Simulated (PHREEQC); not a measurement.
Solution (25 °C): 0.0011 mol/kgw PbCl2 and 0.091 mol/kgw NaNO3. Closed to the air; pH follows from the charge balance.

Model: ion-association model, phreeqc.dat, run in PHREEQC.

Q: The ionic strength comes out as 0.0935 mol/kgw. What activity coefficients do Pb+2, H+, PbNO3+, NO3-, PbCl+ get?

A: Pb+2 0.38, H+ 0.83, PbNO3+ 0.79, NO3- 0.76, PbCl+ 0.79.

No solid was allowed to form.
